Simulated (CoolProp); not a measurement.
Properties of sulfur dioxide along the isotherm 525 K.

Values from CoolProp's reference Helmholtz-energy equation of state, Gao 2016.

| p (MPa) | phase | cp (kJ/(kg K)) | speed of sound (m/s) | fugacity coefficient |
|---|---|---|---|---|
| 0.111 | gas | 0.7397 | 287.2 | 0.9976 |
| 0.172 | gas | 0.7411 | 287.0 | 0.9963 |
| 0.268 | gas | 0.7432 | ? | 0.9942 |
| 0.418 | gas | 0.7467 | 286.1 | 0.9910 |
| 0.651 | gas | 0.7521 | 285.3 | 0.9860 |
| 1.01 | gas | 0.7607 | ? | 0.9784 |
| 1.58 | gas | 0.7751 | 282.2 | 0.9663 |
| 2.46 | gas | 0.7990 | 279.2 | 0.9478 |
| 3.82 | gas | 0.8409 | 274.6 | 0.9197 |
| 5.95 | gas | 0.9208 | 267.9 | 0.8767 |
| 9.27 | supercritical | ? | ? | 0.8126 |
| 14.4 | supercritical | 1.494 | 254.9 | ? |
| 22.5 | supercritical | 1.800 | 302.6 | ? |
| 35 | supercritical | 1.507 | ? | 0.5084 |

Task: Complete the blanks.

Result: 
- 0.268, speed of sound (m/s): 286.6
- 1.01, speed of sound (m/s): 284.1
- 9.27, cp (kJ/(kg K)): 1.092
- 9.27, speed of sound (m/s): 259.2
- 14.4, fugacity coefficient: 0.7215
- 22.5, fugacity coefficient: 0.6066
- 35, speed of sound (m/s): 427.7
